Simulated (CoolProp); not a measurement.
Fluorine along the isotherm -151.25 °C: density (kg/m³) from the reference equation and from simpler models built on Tc = -128.7 °C, pc = 5.240 MPa, ω = 0.045; each cubic takes its own stable root.

Computed with CoolProp (reference Helmholtz-energy equation of state, de Reuck 1990).

```json
[
 {"p (MPa)": "0.0414", "phase": "gas", "reference": "1.559"},
 {"p (MPa)": "0.0645", "phase": "gas", "reference": "2.435"},
 {"p (MPa)": "0.1", "phase": "gas", "reference": "3.789"},
 {"p (MPa)": "0.156", "phase": "gas", "reference": "5.948"},
 {"p (MPa)": "0.243", "phase": "gas", "reference": "9.356"},
 {"p (MPa)": "0.379", "phase": "gas", "reference": "14.82"},
 {"p (MPa)": "0.59", "phase": "gas", "reference": "23.68"},
 {"p (MPa)": "0.919", "phase": "gas", "reference": "38.57"},
 {"p (MPa)": "1.43", "phase": "gas", "reference": "65.18"},
 {"p (MPa)": "2.23", "phase": "liquid", "reference": "1191"},
 {"p (MPa)": "3.47", "phase": "liquid", "reference": "1204"},
 {"p (MPa)": "5.4", "phase": "liquid", "reference": "1221"},
 {"p (MPa)": "8.41", "phase": "liquid", "reference": "1244"},
 {"p (MPa)": "13.1", "phase": "liquid", "reference": "1274"}
]
```

Problem. How far does each simpler model (van der Waals, Redlich-Kwong, Peng-Robinson) lie from the reference over these 14 states: mean and median of the absolute difference, and the worst?

Solution. 
- van der Waals: mean 15.6 %, median 1.9 %, worst -90.7 % at -151.25 °C and 2.23 MPa
- Redlich-Kwong: mean 1.3 %, median 0.1 %, worst -5.4 % at -151.25 °C and 2.23 MPa
- Peng-Robinson: mean 3.5 %, median 0.6 %, worst +11.1 % at -151.25 °C and 13.1 MPa

At some of these states van der Waals gives the other phase, because its saturation line lies elsewhere.
